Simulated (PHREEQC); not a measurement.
Dissolve 1.38 mmol/kgw Na2B4O7 at 20 °C. Closed to the air; pH follows from the charge balance.

Equilibrium calculation in PHREEQC: ion-association model, phreeqc.dat.

No solid was allowed to form.

**Question.** Estimate the pH, ionic strength.

**Answer.** pH 9.25; ionic strength 0.00276 mol/kgw.

**Question.** In which forms is B present?

**Answer.** H3BO3 50 %, H2BO3- 50 % of the B.

Complexes and solids missing from the database can't appear.
